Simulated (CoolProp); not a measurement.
Properties of carbon monoxide along the isotherm -161.35 °C (Tc = -140.3 °C, pc = 3498 kPa, ω = 0.050).

The numbers come from the reference Helmholtz-energy equation of state, Lemmon 2006 in CoolProp. It is a short technical equation, of lower accuracy than the large ones.

| p (kPa) | phase | density (kg/m³) | cv (kJ/(kg K)) | Joule-Thomson coefficient (K/MPa) | isothermal compressibility (1/MPa) |
|---|---|---|---|---|---|
| 111 | gas | 3.405 | 0.7500 | 14.43 | 9.173 |
| 210 | gas | 6.550 | 0.7575 | 14.53 | 4.934 |
| 398 | gas | 12.84 | 0.7735 | 14.75 | 2.701 |
| 754 | gas | 26.22 | 0.8173 | 15.28 | 1.562 |
| 1430 | liquid | 637.9 | 0.9974 | 0.1486 | 0.01358 |
| 2710 | liquid | 648.1 | 0.9961 | 0.07032 | 0.01152 |
| 5130 | liquid | 664.3 | 0.9975 | -0.03451 | 0.009070 |
| 9730 | liquid | 688.2 | 1.005 | -0.1574 | 0.006588 |
| 18500 | liquid | 721.3 | 1.021 | -0.2814 | 0.004431 |
| 35000 | liquid | 764.0 | 1.050 | -0.3859 | 0.002805 |
